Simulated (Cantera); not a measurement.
Gas mixture: 21.4 % C3H8, 54.8 % N2, 23.8 % C2H2, at 173 Torr, frozen composition.

Cantera's kinetic-theory transport with the Lennard-Jones parameters of GRI-Mech 3.0, ideal gas; thermal conductivity in the multicomponent form. The composition is frozen, though it would react at the higher temperatures.

One state of this run: ρ (kg/m³) = 0.0659; cp (J/kg/K) = 2508; μ (µPa s) = 38.5; λ (mW/m/K) = 117; Pr = 0.824; D (cm²/s) H2O = 11.8; D (cm²/s) H = 54.8; D (cm²/s) NH3 = 11.2. D: mixture-averaged diffusion coefficient of that species in the mixture.

### Question
Which value of T (K) does it belong to?
A. 400
B. 1000
C. 850
D. 1300

### Answer
D, 1300
